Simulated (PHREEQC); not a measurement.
Make-up at 37 °C: 18 mmol/kgw CuSO4. It is in equilibrium with CO2 at log p = 0 (atm). Otherwise closed; pH follows from the charge balance.

The numbers come from PHREEQC with the ion-association model, wateq4f.dat.

This is a speciation only: nothing precipitates in the calculation.

### Question
What pH, ionic strength does the model give?

### Answer
pH 3.77; ionic strength 0.0459 mol/kgw.

### Question
In which forms is Cu present?

### Answer
Cu+2 63 %, CuSO4 36 %, CuHCO3+ 1.4 % of the Cu.

At this temperature some constants are extrapolated from 25 °C, and those without enthalpy data are left unchanged.
